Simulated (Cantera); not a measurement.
An isothermal, constant-pressure homogeneous reactor starts with NH3 : N2 = 1 : 0.11 (molar parts), at 1773 K and 750 Torr. Integrator tolerance rtol = 1e-08.

Detailed kinetics in Cantera: the gas-phase N/H chemistry of the illustrative SiF4/NH3 mechanism in the Surface Chemkin manual (1991). Walls and surfaces, which speed up NH3 decomposition in real reactors, are not modelled.

Task: What does this change do: temperature 1773 to 1525 K?

Result: 
```tsv
quantity	before	after
x(NH3) at 40.0 s	0.00169 (gas-phase equilibrium 9.87e-6)	0.295 (gas-phase equilibrium 1.83e-5)
x(H) at 40.0 s	0.000240 (gas-phase equilibrium 0.000241)	1.32e-5 (gas-phase equilibrium 2.01e-5)
x(NH2) at 40.0 s	1.51e-6 (gas-phase equilibrium 8.85e-9)	1.84e-5 (gas-phase equilibrium 1.16e-9)
x(N) at 40.0 s	2.04e-9 (gas-phase equilibrium 1.20e-11)	8.97e-10 (gas-phase equilibrium <1e-12)
x(H2) at 40.0 s	0.709 (gas-phase equilibrium 0.711)	0.478 (gas-phase equilibrium 0.711)
x(N2H4) at 40.0 s	8.55e-12 (gas-phase equilibrium <1e-12)	2.62e-8 (gas-phase equilibrium <1e-12)
x(N2H2) at 40.0 s	4.07e-11 (gas-phase equilibrium <1e-12)	3.44e-8 (gas-phase equilibrium <1e-12)
```

Task: What does this change do: temperature 1773 to 1250 K?

Result: 
```json
[
 {"quantity": "x(NH3) at 40.0 s", "before": "0.00169 (gas-phase equilibrium 9.87e-6)", "after": "0.892 (gas-phase equilibrium 4.83e-5)"},
 {"quantity": "x(H) at 40.0 s", "before": "0.000240 (gas-phase equilibrium 0.000241)", "after": "1.48e-8 (gas-phase equilibrium 4.10e-7)"},
 {"quantity": "x(NH2) at 40.0 s", "before": "1.51e-6 (gas-phase equilibrium 8.85e-9)", "after": "3.12e-6 (gas-phase equilibrium 4.74e-11)"},
 {"quantity": "x(N) at 40.0 s", "before": "2.04e-9 (gas-phase equilibrium 1.20e-11)", "after": "4.76e-12 (gas-phase equilibrium <1e-12)"},
 {"quantity": "x(H2) at 40.0 s", "before": "0.709 (gas-phase equilibrium 0.711)", "after": "0.00720 (gas-phase equilibrium 0.711)"},
 {"quantity": "x(N2H4) at 40.0 s", "before": "8.55e-12 (gas-phase equilibrium <1e-12)", "after": "9.32e-8 (gas-phase equilibrium <1e-12)"},
 {"quantity": "x(N2H2) at 40.0 s", "before": "4.07e-11 (gas-phase equilibrium <1e-12)", "after": "4.87e-8 (gas-phase equilibrium <1e-12)"}
]
```
